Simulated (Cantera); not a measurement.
## Thermodynamics of carbon deposition, reforming and gasification, feed C3H6 + H2 + N2

Input: 1 mol C3H6, 4.4 mol H2, 0.45 mol N2, equilibrated at 1375 K and 0.203 Torr.

These are equilibrium values from Cantera (NASA tables, ideal gas, pure condensed phases), not measurements of a reactor. Candidate condensed phases: C, C6H6, C7H8, C8H18; 92 gas species. Kinetics and transport are ignored.

| Item | Result |
|---|---|
| x(H2) | 0.942 |
| x(N2) | 0.0573 |
| x(H) | 0.000202 |
| x(HCN) | 9.38e-5 |
| x(C2H2 (acetylene)) | 1.68e-6 |
| x(CH4) | 1.19e-6 |
| x(HNC) | 1.02e-6 |
| n(C(graphite)) | 3.00 mol |
| gas amount | 7.851 mol |
